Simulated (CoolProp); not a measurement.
Octamethyltrisiloxane (MDM) at 430.77 K and 0.0569 MPa is compressed adiabatically to 0.217 MPa with isentropic efficiency 0.85. Each further row changes one setting.

Model: reference Helmholtz-energy equation of state, Thol 2017, in CoolProp.

```
case             work (kJ/kg)                       final phase  final density (kg/m³)
---------------  ------------  --------------------------------  ---------------------
as stated                21.9  two-phase, vapour fraction 0.852                   18.1
efficiency 1             18.6  two-phase, vapour fraction 0.828                   18.6
efficiency 0.65          28.7  two-phase, vapour fraction 0.901                   17.1
```
